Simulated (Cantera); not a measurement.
Thermodynamics of carbothermic reduction, feed Fe₃O₄ + CH₄ + N₂

Charge: 1 mol Fe₃O₄, 0.57 mol CH₄, 2.7 mol N₂, at 0.110 bar.

Method: chemical equilibrium by Gibbs-energy minimisation in Cantera with the NASA 1993 tables (ideal gas, pure condensed phases). Candidate condensed phases: C, C₆H₆, C₇H₈, C₈H₁₈, Fe, Fe(CO)₅, FeO, Fe(OH)₂, Fe(OH)₃, Fe₂O₃, Fe₃O₄, H₂O; 140 gas species. Mutual solubility and eutectic melting of coexisting phases are not modelled. The tables' stoichiometric FeO is somewhat more stable than real wüstite, so its field is too wide. FeO: taken at fixed stoichiometry. Equilibrium is a limit: real reactors are often held back by kinetics, nucleation or transport.

```json
[
 {"T (°C)": "652", "log p N₂": "-1.17", "log p H₂": "-1.65", "log p CO": "-2.03", "log p H₂O": "-2.23", "log p CO₂": "-2.31", "n FeO(s)": "3.00", "n Fe(δ)": "0", "n FeO(l)": "0"},
 {"T (°C)": "802", "log p N₂": "-1.17", "log p H₂": "-1.67", "log p CO": "-1.98", "log p H₂O": "-2.15", "log p CO₂": "-2.43", "n FeO(s)": "3.00", "n Fe(δ)": "0", "n FeO(l)": "0"},
 {"T (°C)": "952", "log p N₂": "-1.17", "log p H₂": "-1.69", "log p CO": "-1.95", "log p H₂O": "-2.11", "log p CO₂": "-2.54", "n FeO(s)": "3.00", "n Fe(δ)": "0", "n FeO(l)": "0"},
 {"T (°C)": "1102", "log p N₂": "-1.17", "log p H₂": "-1.70", "log p CO": "-1.93", "log p H₂O": "-2.08", "log p CO₂": "-2.62", "n FeO(s)": "3.00", "n Fe(δ)": "0", "n FeO(l)": "0"},
 {"T (°C)": "1252", "log p N₂": "-1.17", "log p H₂": "-1.71", "log p CO": "-1.91", "log p H₂O": "-2.06", "log p CO₂": "-2.70", "n FeO(s)": "3.00", "n Fe(δ)": "0", "n FeO(l)": "0"},
 {"T (°C)": "1402", "log p N₂": "-1.17", "log p H₂": "-1.71", "log p CO": "-1.91", "log p H₂O": "-2.04", "log p CO₂": "-2.75", "n FeO(s)": "0", "n Fe(δ)": "0.00662", "n FeO(l)": "2.99"},
 {"T (°C)": "1552", "log p N₂": "-1.17", "log p H₂": "-1.72", "log p CO": "-1.90", "log p H₂O": "-2.04", "log p CO₂": "-2.81", "n FeO(s)": "0", "n Fe(δ)": "0", "n FeO(l)": "3.00"},
 {"T (°C)": "1702", "log p N₂": "-1.17", "log p H₂": "-1.73", "log p CO": "-1.89", "log p H₂O": "-2.02", "log p CO₂": "-2.84", "n FeO(s)": "0", "n Fe(δ)": "0", "n FeO(l)": "2.99"}
]
```
log p: log10 of the partial pressure in bar; n: condensed amount in mol.

From 652 °C to 1252 °C the condensed part is FeO(s). At 1402 °C the condensed part is Fe(δ) + FeO(l). From 1552 °C to 1702 °C the condensed part is FeO(l).
